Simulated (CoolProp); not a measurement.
Computed with CoolProp (reference Helmholtz-energy equation of state, Zhou 2011).

**Question.** Give the vapour pressure (MPa), liquid density (kg/m³), enthalpy of vaporisation (kJ/kg), liquid cp (kJ/(kg K)) of saturated dimethyl carbonate at 455.3, 473.1 K.

**Answer.** 
```csv
T (K),p (MPa),liquid density (kg/m³),enthalpy of vaporisation (kJ/kg),liquid cp (kJ/(kg K))
455.3,0.971,827,300,2.26
473.1,1.35,793,281,2.35
```
